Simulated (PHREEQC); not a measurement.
0.05 mol of Gypsum (CaSO4:2H2O) is brought to equilibrium with 1 kg of water holding 10 mmol/kgw NaCl, at 20 °C, the pH being set by adding NaOH or HCl. Oxygen is held at 0.21 atm. No CO2 enters from the air. The run lets Gypsum precipitate or redissolve, and no other solid.

All values are PHREEQC results (ion-association model, phreeqc.dat), not measurements.

```tsv
pH	dissolved Ca (mol/kgw)	dissolved S (mol/kgw)	HSO4- (mol/kgw)
2	0.0197	0.0197	0.00456
2.75	0.0165	0.0165	0.000919
3.5	0.0159	0.0159	0.000168
4.25	0.0158	0.0158	3.01e-5
5	0.0157	0.0157	5.35e-6
5.75	0.0157	0.0157	9.52e-7
6.5	0.0157	0.0157	1.69e-7
7.25	0.0157	0.0157	3.01e-8
8	0.0157	0.0157	5.35e-9
8.75	0.0157	0.0157	9.52e-10
9.5	0.0157	0.0157	1.69e-10
10.25	0.0158	0.0158	3.01e-11
11	0.0159	0.0159	5.38e-12
```
